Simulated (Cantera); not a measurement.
Hydrocarbon pyrolysis for carbon deposition

An isothermal, constant-pressure homogeneous reactor starts with C2H6 : N2 = 1 : 1.9 (molar parts), at 1300 K and 12.0 Torr.

Cantera simulation using GRI-Mech 3.0 (53 species, 325 reactions); the numbers are that mechanism's predictions, not measurements. GRI-Mech 3.0 stops at C3 and has no aromatics, soot or wall deposition, so with more carbon than oxygen in the feed, carbon stays in small species such as C2H2 where larger ones or solid carbon would form. Radical loss at walls, strong at low pressure, is not modelled.

```
t (s)       x C2H6    x C2H4     x HCN     x C2H     x CH4       x H      x H2
--------  --------  --------  --------  --------  --------  --------  --------
4.00e-6      0.345  2.08e-10    <1e-12    <1e-12   1.63e-8  9.47e-10  5.30e-10
2.06e-5      0.345   2.50e-8    <1e-12    <1e-12   4.26e-7   1.09e-8   2.08e-8
0.000106     0.345   3.17e-6    <1e-12    <1e-12   1.08e-5   3.18e-7   2.91e-6
0.000543     0.344  0.000357  3.45e-12    <1e-12  0.000233   6.66e-6  0.000346
0.00279      0.321    0.0138  5.18e-10  6.70e-11   0.00395   3.05e-5    0.0126
0.0143       0.192    0.0932   1.64e-9  8.61e-10    0.0332   4.22e-5    0.0857
0.0737      0.0156     0.165   2.28e-9   3.78e-9    0.0872   4.40e-5     0.196
0.379     0.000256     0.121   2.25e-9   1.23e-9    0.0875   8.12e-6     0.241
1.95       1.55e-5    0.0829   2.18e-9  4.63e-10    0.0846   2.43e-6     0.267
10.0       7.19e-6    0.0243   2.06e-9  6.06e-10    0.0800   2.57e-6     0.306
```
x: mole fraction; the columns are a selection and need not sum to one.

Equilibrium at this temperature and pressure: C2H6 8.38e-7, C2H4 0.00267, HCN 0.0926, C2H 9.55e-10, CH4 0.0155, H 5.50e-6, H2 0.390 (gas phase only).
